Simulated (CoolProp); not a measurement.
Properties of water along the isobar 549 kPa.

Computed with CoolProp (reference Helmholtz-energy equation of state, Wagner 2002).

| T (°C) | phase | Z | cp (kJ/(kg K)) | cv (kJ/(kg K)) | isothermal compressibility (1/MPa) | expansivity (1/kK) |
|---|---|---|---|---|---|---|
| 270.45 | gas | 0.9835 | 2.080 | 1.571 | 1.853 | 1.964 |
| 315.55 | gas | 0.9880 | 2.075 | 1.580 | 1.844 | 1.780 |
| 360.75 | gas | 0.9910 | 2.084 | 1.598 | 1.838 | 1.633 |
| 405.85 | gas | 0.9931 | 2.101 | 1.621 | 1.834 | 1.512 |
| 451.05 | gas | 0.9946 | 2.124 | 1.648 | 1.831 | 1.410 |
| 496.15 | gas | 0.9958 | 2.149 | 1.675 | 1.829 | 1.322 |
| 541.35 | gas | 0.9966 | 2.176 | 1.705 | 1.828 | 1.245 |
| 586.45 | gas | 0.9973 | 2.204 | 1.735 | 1.826 | 1.176 |
